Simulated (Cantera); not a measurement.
An adiabatic, constant-volume homogeneous reactor starts with CH₃OH : O₂ : N₂ = 1 : 2.42 : 15 (molar parts), at 1398 K and 10.0 bar.

Detailed kinetics in Cantera: GRI-Mech 3.0 (53 species, 325 reactions). GRI-Mech 3.0 was tuned for natural gas; its chemistry of methanol as a main component is partial and can be far from experiment.

Task: Predict: time of steepest temperature rise; temperature at 3.00 s; equilibrium temperature; x(O₂) at 3.00 s; x(CO) at 3.00 s; x(NO) at 3.00 s; x(NO₂) at 3.00 s.

Result: 
* **time of steepest temperature rise**: 0.117 ms
* **temperature at 3.00 s**: 2495 K
* **equilibrium temperature**: 2495 K
* **x(O₂) at 3.00 s**: 0.0432 (gas-phase equilibrium 0.0432)
* **x(CO) at 3.00 s**: 0.00205 (gas-phase equilibrium 0.00205)
* **x(NO) at 3.00 s**: 0.0104 (gas-phase equilibrium 0.0104)
* **x(NO₂) at 3.00 s**: 1.80e-5 (gas-phase equilibrium 1.80e-5)
